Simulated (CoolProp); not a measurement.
Values from CoolProp's reference Helmholtz-energy equation of state, Schroeder 2014.

Q: Give the vapour pressure (bar), liquid density (kg/m³), vapour Z, surface tension (mN/m) of saturated ethanol at 354.3, 359.7, 391.9 K.

A: 
```csv
T (K),p (bar),liquid density (kg/m³),vapour Z,surface tension (mN/m)
354.3,1.13,734,0.965,16.4
359.7,1.38,728,0.960,15.9
391.9,4.11,692,0.919,12.7
```

Surface tension comes from a separate correlation (Mulero 2012).
